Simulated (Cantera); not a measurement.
A closed system holds: 1 mol Si2H6, 0.051 mol Cl2, 12 mol H2, held at 0.00290 bar.

Method: chemical equilibrium by Gibbs-energy minimisation in Cantera with the NASA 1993 tables (ideal gas, pure condensed phases). Candidate condensed phases: Si; 19 gas species. The feed counts by its element totals alone. Gases not in the tables: Si2H6 and higher silanes. Rates play no part.

Problem. Which condensed phases are stable at each of these points (T (°C)): 527, 602, 677, 752, 827, 902, 977, 1052, 1127, 1202, 1277, 1352, 1427?

Solution. 
```tsv
T (°C)	condensed phases	Si condensed (%)
527	Si(s)	99.0
602	Si(s)	99.4
677	Si(s)	99.8
752	Si(s)	99.9
827	Si(s)	99.9
902	Si(s)	99.9
977	Si(s)	99.9
1052	Si(s)	99.9
1127	Si(s)	99.9
1202	Si(s)	99.9
1277	Si(s)	99.9
1352	Si(s)	99.8
1427	Si(l)	99.7
```

From 527 °C to 1352 °C the condensed part is Si(s). At 1427 °C the condensed part is Si(l).
